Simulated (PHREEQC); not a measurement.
**Spent oxide etchant: speciation**

Consider water at 25 °C with 0.038 mol/kgw NH4HF2, 0.00043 mol/kgw H2SiF6, 0.0021 mol/kgw H3BO3 and 0.039 mol/kgw H2SO4. Closed to the air; pH follows from the charge balance.

Model: ion-association model, phreeqc.dat, run in PHREEQC.

This is a speciation only: nothing precipitates in the calculation.

Task: What pH, density does the model give?

Result: pH 1.65; density 1.000 g/cm³.

Task: In which forms is S present?

Result: HSO4- 49 %, SO4-2 44 %, NH4SO4- 7.6 % of the S.

SiF6-2 is the database's only silicon fluoride. Real BF4- forms and hydrolyses slowly; the run takes it at equilibrium.
